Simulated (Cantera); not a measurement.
Thermodynamics of chlorosilane synthesis and conversion, feed Si + HCl + H2

A closed system holds: 1 mol Si, 0.9 mol HCl, 17 mol H2, equilibrated at 1698 K.

Equilibrium computed with Cantera from the NASA thermochemical tables; the gas is ideal and each condensed phase is pure. Candidate condensed phases: Si; 19 gas species. The tables' values for SiCl3, SiCl are old estimates; treat these amounts as uncertain. Gases not in the tables: Si2H6 and higher silanes. The numbers say what is thermodynamically allowed, not how fast it happens.

From 75.0 Torr to 22500 Torr the condensed part is Si(l). The main Si-bearing gas is SiCl2 throughout.

| P (Pa) | x H2 | x HCl | x SiCl2 | x SiHCl3 | x SiH2Cl2 | n Si(l) |
|---|---|---|---|---|---|---|
| 10000 | 0.955 | 0.0387 | 0.00565 | 5.50e-6 | 4.55e-6 | 0.897 |
| 26000 | 0.955 | 0.0387 | 0.00562 | 1.42e-5 | 1.18e-5 | 0.897 |
| 67000 | 0.956 | 0.0385 | 0.00557 | 3.61e-5 | 3.01e-5 | 0.896 |
| 170000 | 0.956 | 0.0382 | 0.00547 | 8.92e-5 | 7.50e-5 | 0.894 |
| 450000 | 0.956 | 0.0374 | 0.00527 | 0.000223 | 0.000191 | 0.890 |
| 1200000 | 0.957 | 0.0360 | 0.00487 | 0.000529 | 0.000472 | 0.881 |
| 3000000 | 0.959 | 0.0336 | 0.00424 | 0.00108 | 0.00103 | 0.866 |
x: gas mole fraction; n: condensed amount in mol.
